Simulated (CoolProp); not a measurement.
Vapour-liquid equilibrium of R1234yf (1) + R227EA (2) at 337 K; x and y are mole fractions of (1).

Computed with CoolProp (multi-fluid Helmholtz-energy mixture model, Lemmon 2022 and Lemmon 2016; pair parameters Bell 2016).

```json
[
 {"x": "0.05", "bubble pressure (bar)": "(withheld)", "y at the bubble point": "0.061", "dew pressure at overall composition x (bar)": "13.09", "liquid density (mol/L)": "7.064"},
 {"x": "0.125", "bubble pressure (bar)": "13.51", "y at the bubble point": "0.150", "dew pressure at overall composition x (bar)": "13.40", "liquid density (mol/L)": "7.134"},
 {"x": "0.2", "bubble pressure (bar)": "13.88", "y at the bubble point": "0.236", "dew pressure at overall composition x (bar)": "13.72", "liquid density (mol/L)": "7.205"},
 {"x": "0.275", "bubble pressure (bar)": "14.24", "y at the bubble point": "0.318", "dew pressure at overall composition x (bar)": "14.05", "liquid density (mol/L)": "7.278"},
 {"x": "0.35", "bubble pressure (bar)": "14.61", "y at the bubble point": "0.397", "dew pressure at overall composition x (bar)": "14.39", "liquid density (mol/L)": "7.352"},
 {"x": "0.425", "bubble pressure (bar)": "(withheld)", "y at the bubble point": "0.474", "dew pressure at overall composition x (bar)": "14.74", "liquid density (mol/L)": "7.429"},
 {"x": "0.5", "bubble pressure (bar)": "15.34", "y at the bubble point": "(withheld)", "dew pressure at overall composition x (bar)": "15.10", "liquid density (mol/L)": "7.506"},
 {"x": "0.575", "bubble pressure (bar)": "15.71", "y at the bubble point": "0.622", "dew pressure at overall composition x (bar)": "15.47", "liquid density (mol/L)": "7.586"},
 {"x": "0.65", "bubble pressure (bar)": "16.08", "y at the bubble point": "0.693", "dew pressure at overall composition x (bar)": "15.86", "liquid density (mol/L)": "7.667"},
 {"x": "0.725", "bubble pressure (bar)": "16.46", "y at the bubble point": "0.762", "dew pressure at overall composition x (bar)": "16.26", "liquid density (mol/L)": "7.749"},
 {"x": "0.8", "bubble pressure (bar)": "(withheld)", "y at the bubble point": "0.829", "dew pressure at overall composition x (bar)": "16.68", "liquid density (mol/L)": "(withheld)"},
 {"x": "0.875", "bubble pressure (bar)": "17.23", "y at the bubble point": "0.894", "dew pressure at overall composition x (bar)": "17.11", "liquid density (mol/L)": "7.918"},
 {"x": "0.95", "bubble pressure (bar)": "17.62", "y at the bubble point": "0.958", "dew pressure at overall composition x (bar)": "17.57", "liquid density (mol/L)": "8.004"}
]
```

### Question
What belongs in the gaps?

### Answer

- 0.05, bubble pressure (bar): 13.14
- 0.425, bubble pressure (bar): 14.97
- 0.5, y at the bubble point: 0.549
- 0.8, bubble pressure (bar): 16.84
- 0.8, liquid density (mol/L): 7.833

No azeotrope shows between x = 0.05 and 0.95.

The pair parameters rest on a limited set of measurements; away from them the model extrapolates.
